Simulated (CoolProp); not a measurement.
Vapour-liquid equilibrium of ethylene (1) + n-butane (2) at 91.1 kPa; x and y are mole fractions of (1).

Model: multi-fluid Helmholtz-energy mixture model, Smukala 2000 and Bücker 2006; pair parameters Bell 2016, in CoolProp.

```
x     bubble temperature, mixture model (K)  bubble temperature, Raoult's law (K)  y, mixture model  y, Raoult's law
----  -------------------------------------  ------------------------------------  ----------------  ---------------
0.05                                  228.9                                 234.0             0.856            0.817
0.15                                  203.4                                 206.5             0.975            0.971
0.25                                  194.2                                 194.5             0.989            0.990
0.35                                  188.5                                 187.2             0.994            0.995
0.45                                  184.0                                 182.1             0.996            0.998
0.55                                  180.0                                 178.2             0.998            0.999
0.65                                  176.5                                 175.1             0.999            0.999
0.75                                  173.4                                 172.5             0.999            1.000
0.85                                  170.7                                 170.3             1.000            1.000
0.95                                  168.5                                 168.4             1.000            1.000
```

The largest gap from Raoult's law is -5.1 K in bubble temperature, at x = 0.05. No azeotrope shows between x = 0.05 and 0.95.

Pair parameters are fitted to limited data, so mixtures are less certain than the pure fluids. The gap from Raoult's law changes sign with composition, which may be real or a fault of the pair parameters; it wasn't checked against measurements.
